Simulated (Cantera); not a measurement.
A perfectly stirred reactor is fed with CH4 : H2 : H = 0.048 : 1 : 0.13 (molar parts), at 2700 Pa; it is held at 1523 K, and followed from long to short residence time.

Model: GRI-Mech 3.0 (53 species, 325 reactions), integrated in Cantera. GRI-Mech 3.0 stops at C3 and has no aromatics, soot or wall deposition, so with more carbon than oxygen in the feed, carbon stays in small species such as C2H2 where larger ones or solid carbon would form. Radical loss at walls, strong at low pressure, is not modelled.

Q: What does this change do: temperature 1523 to 2875 K?

A: 
```csv
quantity,before,after
x(CH4) at τ = 1.70 s,0.0135,6.12e-7
x(H2) at τ = 1.70 s,0.971,0.526
x(H) at τ = 1.70 s,0.00110,0.458
x(CH3) at τ = 1.70 s,0.000307,8.54e-6
x(C2H6) at τ = 1.70 s,3.44e-6,<1e-12
x(CH4) at τ = 42.0 ms,0.0197,1.54e-5
x(H2) at τ = 42.0 ms,0.963,0.713
x(H) at τ = 42.0 ms,0.00511,0.269
x(CH3) at τ = 42.0 ms,0.00208,9.07e-5
x(C2H6) at τ = 42.0 ms,3.14e-5,1.16e-11
```

Q: What does this change do: H 0.13 to 0.31 parts?

A: 
```json
[
 {"quantity": "x(CH4) at τ = 1.70 s", "before": "0.0135", "after": "0.00801"},
 {"quantity": "x(H2) at τ = 1.70 s", "before": "0.971", "after": "0.974"},
 {"quantity": "x(H) at τ = 1.70 s", "before": "0.00110", "after": "0.00214"},
 {"quantity": "x(CH3) at τ = 1.70 s", "before": "0.000307", "after": "0.000354"},
 {"quantity": "x(C2H6) at τ = 1.70 s", "before": "3.44e-6", "after": "2.29e-6"},
 {"quantity": "x(CH4) at τ = 42.0 ms", "before": "0.0197", "after": "0.00607"},
 {"quantity": "x(H2) at τ = 42.0 ms", "before": "0.963", "after": "0.962"},
 {"quantity": "x(H) at τ = 42.0 ms", "before": "0.00511", "after": "0.0147"},
 {"quantity": "x(CH3) at τ = 42.0 ms", "before": "0.00208", "after": "0.00179"},
 {"quantity": "x(C2H6) at τ = 42.0 ms", "before": "3.14e-5", "after": "7.82e-6"}
]
```

Q: What does this change do: pressure from 2700 Pa to 13300 Pa?

A: 
| quantity | before | after |
|---|---|---|
| x(CH4) at τ = 1.70 s | 0.0135 | 0.0191 |
| x(H2) at τ = 1.70 s | 0.971 | 0.969 |
| x(H) at τ = 1.70 s | 0.00110 | 0.000217 |
| x(CH3) at τ = 1.70 s | 0.000307 | 8.60e-5 |
| x(C2H6) at τ = 1.70 s | 3.44e-6 | 3.41e-6 |
| x(CH4) at τ = 42.0 ms | 0.0197 | 0.0246 |
| x(H2) at τ = 42.0 ms | 0.963 | 0.965 |
| x(H) at τ = 42.0 ms | 0.00511 | 0.00112 |
| x(CH3) at τ = 42.0 ms | 0.00208 | 0.000570 |
| x(C2H6) at τ = 42.0 ms | 3.14e-5 | 2.86e-5 |
